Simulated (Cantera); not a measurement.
An isothermal, constant-pressure homogeneous reactor starts with C₃H₈ : H₂ = 1 : 6.6 (molar parts), at 1100 K and 1330 Pa.

Model: GRI-Mech 3.0 (53 species, 325 reactions), integrated in Cantera. GRI-Mech 3.0 was tuned for natural gas; its chemistry of propane as a main component is partial and can be far from experiment. GRI-Mech 3.0 stops at C3 and has no aromatics, soot or wall deposition, so with more carbon than oxygen in the feed, carbon stays in small species such as C2H2 where larger ones or solid carbon would form. Radical loss at walls, strong at low pressure, is not modelled.

x: mole fraction; the columns are a selection and need not sum to one.

```
t (s)       x C₃H₈   x H₂     x C₂H    x C₂H₄         x H     x CH₂    x C₂H₂
--------  --------  -----  --------  --------  ----------  --------  --------
1.00e-6      0.132  0.868    <1e-12  9.67e-12    3.02e-11    <1e-12    <1e-12
3.32e-6      0.132  0.868    <1e-12  1.10e-10    3.17e-10    <1e-12    <1e-12
1.10e-5      0.132  0.868    <1e-12   1.43e-9  (withheld)    <1e-12    <1e-12
3.67e-5      0.132  0.868    <1e-12   2.57e-8  (withheld)    <1e-12    <1e-12
0.000122     0.132  0.868    <1e-12   4.39e-7  (withheld)    <1e-12    <1e-12
0.000405     0.132  0.868    <1e-12   5.61e-6  (withheld)  1.06e-12    <1e-12
0.00135      0.131  0.868    <1e-12   6.17e-5  (withheld)  3.76e-11  1.02e-10
0.00447      0.131  0.868    <1e-12  0.000638  (withheld)  6.12e-10   1.33e-8
0.0149       0.125  0.864    <1e-12   0.00545  (withheld)   2.80e-9   1.08e-6
0.0494       0.102  0.846    <1e-12    0.0257  (withheld)   2.91e-9   2.76e-5
0.164       0.0492  0.806    <1e-12    0.0721  (withheld)   1.59e-9  0.000334
0.545      0.00460  0.772  1.79e-12     0.109  (withheld)  1.98e-10   0.00217
1.81      0.000205  0.769  1.10e-12     0.110  (withheld)  1.17e-11   0.00476
6.02       5.69e-6  0.769    <1e-12     0.107     1.35e-6  2.61e-12   0.00757
20.0       7.11e-7  0.770  1.41e-12     0.100     1.25e-6  2.23e-12    0.0139
```

Problem. What belongs in the gaps?

Solution. 
- 1.10e-5, x H: 3.00e-9
- 3.67e-5, x H: 2.16e-8
- 0.000122, x H: 1.02e-7
- 0.000405, x H: 3.80e-7
- 0.00135, x H: 1.33e-6
- 0.00447, x H: 4.28e-6
- 0.0149, x H: 9.63e-6
- 0.0494, x H: 1.15e-5
- 0.164, x H: 1.34e-5
- 0.545, x H: 1.02e-5
- 1.81, x H: 2.86e-6
